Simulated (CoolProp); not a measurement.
The fluid at 293.15 K and 0.381 MPa flows at 0.46 m/s in a round tube of 12.7 mm bore and 45 µm roughness, fully developed (64/Re and Nu = 3.66 if laminar; Colebrook and Gnielinski if turbulent). The same conditions are run with several fluids, on thermodynamics alone (safety and materials aside).

The numbers come from the reference Helmholtz-energy equation of state of each fluid (normal hydrogen: Leachman 2009; R125: Lemmon 2005; methane: Setzmann 1991; oxygen: Schmidt 1985) in CoolProp.

| fluid | Reynolds number | Darcy friction factor | pressure drop (Pa/m) | heat-transfer coefficient (W/(m² K)) | mass flow (kg/h) |
|---|---|---|---|---|---|
| normal hydrogen | ___ | ___ | 0.803 | 53.0 | 0.0660 |
| R125 | 9170 | 0.0364 | 6.07 | ___ | ___ |
| methane | ___ | 0.0480 | 1.01 | 9.69 | 0.530 |
| oxygen | ___ | 0.0444 | 1.86 | ___ | 1.05 |

Some entries are withheld; supply them.


- normal hydrogen, Reynolds number: 209
- normal hydrogen, Darcy friction factor: 0.307
- R125, heat-transfer coefficient (W/(m² K)): 35.7
- R125, mass flow (kg/h): 4.20
- methane, Reynolds number: 1330
- oxygen, Reynolds number: 1440
- oxygen, heat-transfer coefficient (W/(m² K)): 7.51

Transport values come from each fluid's own correlations.
